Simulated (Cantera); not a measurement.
Mixture: CH4 : O2 : N2 = 1 : 3.57 : 17.5 (molar parts), equivalence ratio 0.56, at 2.30 bar, adiabatic and at constant volume. Ignition delay is the time to a rise of 400 K.

Cantera simulation using GRI-Mech 3.0 (53 species, 325 reactions); the numbers are that mechanism's predictions, not measurements.

Predict: delay at 1300 K; delay at 1450 K; delay at 1600 K; delay at 1750 K; delay at 1900 K; apparent activation energy between 1750 and 1900 K.


- delay at 1300 K = 5.42 ms
- delay at 1450 K = 0.982 ms
- delay at 1600 K = 0.241 ms
- delay at 1750 K = 79.3 µs
- delay at 1900 K = 32.5 µs
- apparent activation energy between 1750 and 1900 K = 160 kJ/mol
